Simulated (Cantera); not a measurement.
A perfectly stirred reactor is fed with H₂ : O₂ = 0.012 : 1 (molar parts), at 12.8 Torr; it is held at 1300 K, and followed from long to short residence time.

Computed with Cantera and the H2/O2 subset of GRI-Mech 3.0, which has no nitrogen chemistry. Radical loss at walls, strong at low pressure, is not modelled.

x: mole fraction; the columns are a selection and need not sum to one.

```csv
τ (s),x H₂,x O₂,x H₂O₂,x H,x OH,x H₂O
0.46,5.22e-5,0.984,1.79e-8,0.000101,0.000757,0.0114
0.15,?,0.982,?,?,?,0.0112
0.048,0.000203,0.980,2.53e-8,0.000361,0.00122,0.0109
0.016,0.000456,0.979,3.18e-8,0.000502,0.00148,0.0104
0.0050,0.00117,0.979,4.46e-8,0.000637,0.00187,0.00943
0.0016,?,0.980,?,0.000669,?,?
0.00053,0.00724,0.984,4.39e-8,0.000382,0.00172,0.00356
```

### Question
Some entries are withheld; supply them.

### Answer

- 0.15, x H₂: 9.92e-5
- 0.15, x H₂O₂: 2.13e-8
- 0.15, x H: 0.000213
- 0.15, x OH: 0.000983
- 0.0016, x H₂: 0.00301
- 0.0016, x H₂O₂: 5.90e-8
- 0.0016, x OH: 0.00222
- 0.0016, x H₂O: 0.00740
